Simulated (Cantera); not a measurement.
A closed system holds: 1 mol SiH2Cl2, 2.7 mol H2, 0.064 mol C3H8, held at 1775 °C and 13.3 mbar.

Equilibrium computed with Cantera from the NASA thermochemical tables; the gas is ideal and each condensed phase is pure. Candidate condensed phases: C, C6H6, C7H8, C8H18, Si, SiC; 109 gas species. Mutual solubility and eutectic melting of coexisting phases are not modelled. The tables' values for SiCl, SiCl3 are old estimates; treat these amounts as uncertain. Gases not in the tables: Si2H6 and higher silanes. Rates play no part.

Base state: H2 0.687, HCl 0.178, SiCl2 0.105, H 0.0161, Si 0.00568, SiCl 0.00335, Cl 0.00310, SiCl3 0.000509 (mole fractions); condensed: Si(l) + SiC(s).

Task: What changes in the equilibrium state with this change: pressure from 13.3 mbar to 1.33 mbar?

Result: 
```csv
species,before,after
H2,0.687,0.621
HCl,0.178,0.172
SiCl2,0.105,0.0895
Si,0.00568,0.0473
H,0.0161,0.0484
SiC2,1.25e-6,1.50e-5
Si2C,0.000190,0.00158
Si2,6.59e-5,0.000457
Si3,1.38e-5,7.97e-5
"Si(l), mol",0.226,0
"SiC(s), mol",0.191,0.183
```
